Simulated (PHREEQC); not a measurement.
Solution (55 °C): 0.69 mmol/kgw HF, 0.037 mmol/kgw (NH4)2SiF6 and 0.055 mmol/kgw H2SO4. Closed to the air; pH follows from the charge balance.

The numbers come from PHREEQC with the ion-association model, wateq4f.dat.

This is a speciation only: nothing precipitates in the calculation.

### Question
Order these F species by the share of F that they hold, largest first: HF2-, HF, F-.

### Answer
HF (53 %), F- (47 %), HF2- (0.20 %)

The pH is 3.35 and the ionic strength 0.000582 mol/kgw. Complexes and solids missing from the database can't appear. At this temperature some constants are extrapolated from 25 °C, and those without enthalpy data are left unchanged. SiF6-2 is the database's only silicon fluoride.
